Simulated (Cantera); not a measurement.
Feed: 1 mol BCl₃, 0.1 mol H₂O, 0.1 mol N₂, at 825 °C and 0.00890 bar.

Method: chemical equilibrium by Gibbs-energy minimisation in Cantera with the NASA 1993 tables (ideal gas, pure condensed phases). Candidate condensed phases: B, BN, B₂O₃, B₃O₃H₃, H₂O, NH₄Cl; 49 gas species. The tables' values for BOCl are old estimates; treat these amounts as uncertain. Equilibrium is a limit: real reactors are often held back by kinetics, nucleation or transport.

Base state: BCl₃ 0.730, HCl 0.162, N₂ 0.0811, B₃O₃Cl₃ 0.0270, BOCl 4.62e-5, Cl 1.39e-5 (mole fractions); condensed: gas only.

Question: What changes in the equilibrium state with this change: BCl₃ replaced by B₂O₃?

Answer: 
```
species        before     after
------------  -------  --------
N₂             0.0811     0.500
H₂O           1.03e-8     0.498
HBO₂          7.05e-8   0.00126
BCl₃            0.730         0
HCl             0.162         0
B₃O₃Cl₃        0.0270         0
(HBO₂)₃         <1e-9  0.000585
BOCl          4.62e-5         0
Cl            1.39e-5         0
B₂O₃(l), mol        0     1.000
```
Gases not in the tables: H₃BO₃.
